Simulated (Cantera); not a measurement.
Cantera run:

```python
import numpy as np
import cantera as ct

gas_names = """
    B BH BH2 BH3 BO BO2 B2 B2O B2O2 B2O3 B3O3H3 H HBO HBO2 HO2 H2 H2O H2O2 H3B3O6 O OH O2 O3
""".split()
cond_names = """
    B(b) B(L) B2O3(L) B3O3H3(cr) H2O(s) H2O(L)
""".split()


# ... load() reads the species with a 1 bar reference pressure and builds the phases ...
atoms = {
    'B': {'B': 1},
    'H2O': {'H': 2, 'O': 1},
    'H2': {'H': 2},
}
top_T = {}  # K; cautious upper limits of use, not melting points


# ... equilibrate(T, P, feed) seeds the gas with the atoms and calls Mixture.equilibrate('TP', solver="vcs", rtol=1e-11, max_steps=5000) ...
results = []
feed = {'B': 1, 'H2O': 0.55, 'H2': 6.4}  # mol
P = 1333.22  # Pa
for T in [975, 1025, 1075, 1125, 1175, 1225, 1275, 1325, 1375, 1425]:
    mix = equilibrate(T, P, feed)
    results.append((T, P, feed, dict(zip(mix.species_names, mix.species_moles))))
    x = sorted(zip(gas.X, gas.species_names), reverse=True)
    print(f"T = {T:g} K  P = {P:g} Pa  gas = {mix.phase_moles(0):.4g} mol")
    print("   x: " + "  ".join(f"{s} {v:.3e}" for v, s in x if v > 1e-06))
    print("   condensed (mol): " + ("  ".join(f"{mix.phase(i).name} {mix.phase_moles(i):.4g}"
          for i in range(1, mix.n_phases) if mix.phase_moles(i) > 1e-12) or "none"))
```

Result:

```
T = 975 K  P = 1333.22 Pa  gas = 6.948 mol
   x: H2 9.993e-01  B3O3H3 6.811e-04  HBO 4.139e-06
   condensed (mol): B(b) 0.6286  B2O3(L) 0.1786
T = 1025 K  P = 1333.22 Pa  gas = 6.948 mol
   x: H2 9.993e-01  B3O3H3 7.177e-04  HBO 1.460e-05
   condensed (mol): B(b) 0.6283  B2O3(L) 0.1783
T = 1075 K  P = 1333.22 Pa  gas = 6.948 mol
   x: H2 9.992e-01  B3O3H3 7.466e-04  HBO 4.559e-05
   condensed (mol): B(b) 0.628  B2O3(L) 0.178
T = 1125 K  P = 1333.22 Pa  gas = 6.948 mol
   x: H2 9.991e-01  B3O3H3 7.685e-04  HBO 1.282e-04
   condensed (mol): B(b) 0.6277  B2O3(L) 0.1777
T = 1175 K  P = 1333.22 Pa  gas = 6.948 mol
   x: H2 9.989e-01  B3O3H3 7.844e-04  HBO 3.291e-04  HBO2 3.132e-06  B2O2 2.512e-06  H 1.061e-06
   condensed (mol): B(b) 0.6271  B2O3(L) 0.1771
T = 1225 K  P = 1333.22 Pa  gas = 6.95 mol
   x: H2 9.984e-01  B3O3H3 7.948e-04  HBO 7.799e-04  B2O2 1.138e-05  HBO2 8.952e-06  H 2.697e-06  B2O3 1.536e-06
   condensed (mol): B(b) 0.626  B2O3(L) 0.1759
T = 1275 K  P = 1333.22 Pa  gas = 6.954 mol
   x: H2 9.974e-01  HBO 1.722e-03  B3O3H3 8.002e-04  B2O2 4.556e-05  HBO2 2.345e-05  B2O3 6.896e-06  H 6.376e-06  H2O 1.429e-06
   condensed (mol): B(b) 0.6236  B2O3(L) 0.1734
T = 1325 K  P = 1333.22 Pa  gas = 6.961 mol
   x: H2 9.954e-01  HBO 3.571e-03  B3O3H3 8.007e-04  B2O2 1.636e-04  HBO2 5.686e-05  B2O3 2.750e-05  H 1.413e-05  H2O 2.525e-06  BO 1.749e-06  BH2 1.261e-06
   condensed (mol): B(b) 0.6188  B2O3(L) 0.1682
T = 1375 K  P = 1333.22 Pa  gas = 6.977 mol
   x: H2 9.914e-01  HBO 7.001e-03  B3O3H3 7.957e-04  B2O2 5.335e-04  HBO2 1.287e-04  B2O3 9.865e-05  H 2.955e-05  BO 6.608e-06  H2O 4.264e-06  BH2 2.386e-06
   condensed (mol): B(b) 0.6093  B2O3(L) 0.1577
T = 1425 K  P = 1333.22 Pa  gas = 7.008 mol
   x: H2 9.839e-01  HBO 1.304e-02  B2O2 1.595e-03  B3O3H3 7.841e-04  B2O3 3.221e-04  HBO2 2.735e-04  H 5.860e-05  BO 2.269e-05  H2O 6.900e-06  BH2 4.295e-06
   condensed (mol): B(b) 0.5905  B2O3(L) 0.1363
```

Method: chemical equilibrium by Gibbs-energy minimisation in Cantera with the NASA 1993 tables (ideal gas, pure condensed phases). Mutual solubility and eutectic melting of coexisting phases are not modelled.
